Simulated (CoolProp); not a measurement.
The fluid at 293.15 K and 0.151 MPa flows at 10 m/s in a round tube of 50 mm bore and 1.5 µm roughness, fully developed (64/Re and Nu = 3.66 if laminar; Colebrook and Gnielinski if turbulent). The same conditions are run with several fluids, on thermodynamics alone (safety and materials aside).

Model: reference Helmholtz-energy equation of state of each fluid (R236FA: Pan 2012; R22: Kamei 1995; CH2F2 (R32): Tillner-Roth 1997; propane: Lemmon 2009; R125: Lemmon 2005), in CoolProp.

```json
[
 {"fluid": "R236FA", "Reynolds number": "464000", "Darcy friction factor": "0.0137", "pressure drop (Pa/m)": "137", "heat-transfer coefficient (W/(m² K))": "159", "mass flow (kg/h)": "703"},
 {"fluid": "R22", "Reynolds number": "202000", "Darcy friction factor": "0.0158", "pressure drop (Pa/m)": "86.9", "heat-transfer coefficient (W/(m² K))": "77.7", "mass flow (kg/h)": "388"},
 {"fluid": "CH2F2 (R32)", "Reynolds number": "125000", "Darcy friction factor": "0.0174", "pressure drop (Pa/m)": "57.1", "heat-transfer coefficient (W/(m² K))": "64.6", "mass flow (kg/h)": "232"},
 {"fluid": "propane", "Reynolds number": "175000", "Darcy friction factor": "0.0163", "pressure drop (Pa/m)": "45.6", "heat-transfer coefficient (W/(m² K))": "105", "mass flow (kg/h)": "198"},
 {"fluid": "R125", "Reynolds number": "299000", "Darcy friction factor": "0.0148", "pressure drop (Pa/m)": "113", "heat-transfer coefficient (W/(m² K))": "124", "mass flow (kg/h)": "539"}
]
```

Transport values come from each fluid's own correlations; those of R236FA, R22, CH2F2 (R32) are estimates that may be off by 10 % or more.
